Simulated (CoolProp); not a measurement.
Vapour-liquid equilibrium of CH2F2 (R32) (1) + R125 (2) at 1.87 MPa; x and y are mole fractions of (1).

The numbers come from the multi-fluid Helmholtz-energy mixture model, Tillner-Roth 1997 and Lemmon 2005; pair parameters Lemmon 2004 in CoolProp.

| x | bubble temperature (°C) | y at the bubble point | dew temperature at overall composition x (°C) | liquid density (mol/L) |
|---|---|---|---|---|
| 0.05 | 36.3 | 0.061 | ? | 9.523 |
| 0.15 | 34.8 | 0.177 | 35.2 | 10.09 |
| 0.25 | 33.5 | 0.287 | 34.0 | 10.70 |
| 0.35 | 32.4 | 0.391 | 32.8 | ? |
| 0.45 | ? | 0.489 | ? | 12.08 |
| 0.55 | 30.5 | 0.583 | 30.8 | 12.89 |
| 0.65 | 29.9 | 0.675 | 30.0 | 13.79 |
| 0.75 | 29.4 | 0.765 | 29.4 | 14.81 |
| 0.85 | 29.0 | 0.856 | 29.0 | 15.99 |
| 0.95 | 28.8 | 0.951 | 28.8 | 17.38 |

Task: What belongs in the gaps?

Result: 
- 0.05, dew temperature at overall composition x (°C): 36.4
- 0.35, liquid density (mol/L): 11.36
- 0.45, bubble temperature (°C): 31.4
- 0.45, dew temperature at overall composition x (°C): 31.8

No azeotrope shows between x = 0.05 and 0.95.

The pair parameters rest on a limited set of measurements; away from them the model extrapolates.
